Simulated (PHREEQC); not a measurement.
Dissolve 2.7 mmol/kgw HBr, 2.9 mmol/kgw CaCl2 and 0.21 mmol/kgw MnSO4 at 25 °C. It is in equilibrium with CO2 at log p = 0 (atm). Otherwise closed; pH follows from the charge balance.

Equilibrium calculation in PHREEQC: ion-association model, phreeqc.dat.

Each row changes one thing in this solution. This is a speciation only: nothing precipitates in the calculation.

```csv
case,pH,(CO2)2 (mol/kgw),HCO3- (mol/kgw)
as made,2.61,2.10e-5,6.89e-6
MnSO4 replaced by ZnSO4 at the same molality,2.61,2.10e-5,6.89e-6
temperature from 25 to 45 °C,2.62,1.50e-5,5.07e-6
HBr from 0.0027 to 0.00054 mol/kgw,3.29,2.10e-5,3.21e-5
HBr replaced by CaBr2 at the same molality,3.90,2.09e-5,0.000135
MnSO4 left out,2.61,2.10e-5,6.79e-6
temperature from 25 to 15 °C,2.61,2.65e-5,7.87e-6
HBr from 0.0027 to 0.027 mol/kgw,1.63,2.08e-5,7.62e-7
CaCl2 left out,2.60,2.10e-5,6.36e-6
```

Complexes and solids missing from the database can't appear. Away from 25 °C the constants follow the database's enthalpies or fits; those with neither stay at their 25 °C values.
